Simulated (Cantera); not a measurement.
A perfectly stirred reactor is fed with CH4 : C2H6 : C3H8 : O2 : N2 : H2O = 1 : 0.56 : 0.77 : 14.7 : 55.4 : 3.9 (molar parts), equivalence ratio 0.53, at 465 Torr; it is adiabatic with a 650 K inlet, and is followed from long to short residence time, starting on the burning branch (τ in s: 0.28, 0.096, 0.033, 0.011, 0.0039, 0.0013, 0.00046, 0.00016, 5.5e-05).

Detailed kinetics in Cantera: GRI-Mech 3.0 (53 species, 325 reactions). GRI-Mech 3.0 was tuned for natural gas; its chemistry of propane as a main component is partial and can be far from experiment.

x: mole fraction; the columns are a selection and need not sum to one.

| τ (s) | T (K) | x CH4 | x C2H6 | x C3H8 | x CH2CO | x HCO | x HCN |
|---|---|---|---|---|---|---|---|
| 0.28 | 1768 | 1.48e-6 | 1.73e-7 | 2.28e-7 | 7.24e-7 | 5.95e-9 | 2.33e-9 |
| 0.096 | 1763 | 2.90e-6 | 3.71e-7 | 5.06e-7 | 1.53e-6 | 1.83e-8 | 3.04e-9 |
| 0.033 | 1754 | … | … | … | … | … | … |
| 0.011 | 1737 | 1.15e-5 | 1.60e-6 | 2.21e-6 | 5.80e-6 | 1.84e-7 | 6.69e-9 |
| 0.0039 | 1710 | 2.34e-5 | 3.28e-6 | 4.43e-6 | 1.02e-5 | 5.55e-7 | 1.24e-8 |
| 0.0013 | 1664 | 5.51e-5 | 7.58e-6 | 9.92e-6 | 1.86e-5 | 1.75e-6 | 2.66e-8 |
| 0.00046 | 1592 | … | … | … | … | … | … |
| 0.00016 | 650 | 0.0131 | 0.00734 | 0.0101 | <1e-12 | <1e-12 | <1e-12 |
| 5.5e-5 | 650 | 0.0131 | 0.00734 | 0.0101 | <1e-12 | <1e-12 | <1e-12 |

**Question.** Complete the blanks.

**Answer.** 
- 0.033, x CH4: 5.64e-6
- 0.033, x C2H6: 7.66e-7
- 0.033, x C3H8: 1.06e-6
- 0.033, x CH2CO: 3.04e-6
- 0.033, x HCO: 5.68e-8
- 0.033, x HCN: 4.19e-9
- 0.00046, x CH4: 0.000154
- 0.00046, x C2H6: 2.05e-5
- 0.00046, x C3H8: 2.60e-5
- 0.00046, x CH2CO: 3.72e-5
- 0.00046, x HCO: 5.08e-6
- 0.00046, x HCN: 5.58e-8
